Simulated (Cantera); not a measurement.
# SO₂ + H₂O + H₂ (abatement and gas-phase synthesis)

Input: 1 mol SO₂, 0.11 mol H₂O, 2.9 mol H₂, equilibrated at 525 °C and 130 Pa.

These are equilibrium values from Cantera (NASA tables, ideal gas, pure condensed phases), not measurements of a reactor. Candidate condensed phases: H₂O, H₂SO₄, S; 19 gas species. Gases not in the tables: S₃ to S₇. Equilibrium is a limit: real reactors are often held back by kinetics, nucleation or transport.

```
Item                                    Result
-----------------------------------  ---------
x(H₂O)                                   0.681
x(H₂S)                                   0.270
x(S₂)                                   0.0263
x(H₂)                                   0.0223
x(SO₂)                                0.000672
x(S₂O)                                 2.11e-5
x(SH)                                  2.04e-6
gas amount                           3.093 mol
log10 activity of S(l) (absent)          -1.90
log10 activity of H₂SO₄(l) (absent)     -21.59
```
